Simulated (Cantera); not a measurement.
Input (Python, Cantera):

```python
import numpy as np
import cantera as ct

gas = ct.Solution("h2o2.yaml")
gas.TPX = 300, 11000, {'H2': 1, 'O2': 0.562, 'N2': 2.42, 'H2O': 0.011}
flame = ct.FreeFlame(gas, width=0.19)
flame.set_refine_criteria(ratio=3, slope=0.08, curve=0.16)
flame.transport_model = "mixture-averaged"
flame.solve(loglevel=0, auto=True)
z, T = flame.grid, flame.T
thick = (T[-1] - T[0]) / np.gradient(T, z).max()
show = ['H2', 'O2', 'HO2', 'H2O2', 'OH', 'H']
print(f"laminar burning velocity  {flame.velocity[0] * 100:.3f} cm/s")
print(f"burnt temperature         {T[-1]:.1f} K")
print(f"thermal thickness         {thick * 1e3:.4f} mm")
print(f"grid points               {len(z)}")
z0 = z[flame.heat_release_rate.argmax()]
print(f"{'z/mm':>9s}{'T/K':>9s}{'u/(m/s)':>9s}" + "".join(f"{s:>11s}" for s in show))
rows = []
for k in (-3, -2, -1.5, -1, -0.5, -0.25, 0, 0.25, 0.5, 1, 2, 4, 8):
    zz = z0 + k * thick
    rows.append([k * thick, np.interp(zz, z, T), np.interp(zz, z, flame.velocity),
                 *(np.interp(zz, z, flame.X[gas.species_index(s)]) for s in show)])
    print(f"{rows[-1][0] * 1e3:9.3f}{rows[-1][1]:9.1f}{rows[-1][2]:9.3f}" + "".join(f"{x:11.3e}" for x in rows[-1][3:]))
```

Output:

```
laminar burning velocity  150.614 cm/s
burnt temperature         2123.6 K
thermal thickness         6.5362 mm
grid points               123
     z/mm      T/K  u/(m/s)         H2         O2        HO2       H2O2         OH          H
  -19.609    300.0    1.506  2.504e-01  1.407e-01  7.642e-15  5.888e-16  4.015e-18  5.766e-19
  -13.072    300.0    1.506  2.504e-01  1.407e-01  7.406e-13  5.886e-14  2.527e-16  3.631e-17
   -9.804    300.0    1.506  2.504e-01  1.407e-01  7.134e-11  5.786e-12  3.054e-14  3.568e-15
   -6.536    300.0    1.506  2.504e-01  1.408e-01  5.119e-09  4.242e-10  1.713e-11  1.874e-12
   -3.268    304.1    1.521  2.474e-01  1.413e-01  1.620e-05  1.902e-06  1.703e-06  6.955e-07
   -1.634    536.6    2.614  2.135e-01  1.375e-01  6.121e-05  3.471e-05  6.865e-04  3.620e-03
    0.000    968.6    4.573  1.191e-01  1.039e-01  1.677e-05  5.271e-07  1.372e-03  3.199e-02
    1.634   1244.6    5.821  4.204e-02  5.219e-02  6.924e-06  7.796e-07  4.662e-03  5.238e-02
    3.268   1370.7    6.377  2.946e-02  3.979e-02  4.569e-06  7.180e-07  6.612e-03  4.880e-02
    6.536   1502.9    6.938  2.861e-02  3.578e-02  3.412e-06  4.829e-07  8.546e-03  3.843e-02
   13.072   1642.2    7.511  2.727e-02  3.233e-02  2.543e-06  2.566e-07  1.023e-02  2.750e-02
   26.145   1774.6    8.040  2.407e-02  2.894e-02  1.868e-06  1.340e-07  1.115e-02  1.801e-02
   52.290   1897.0    8.515  1.927e-02  2.565e-02  1.327e-06  7.433e-08  1.105e-02  1.041e-02
```

Model: the H2/O2 subset of GRI-Mech 3.0, which has no nitrogen chemistry, integrated in Cantera. Burning velocities carry a grid error of a few per cent, more on coarse grids.
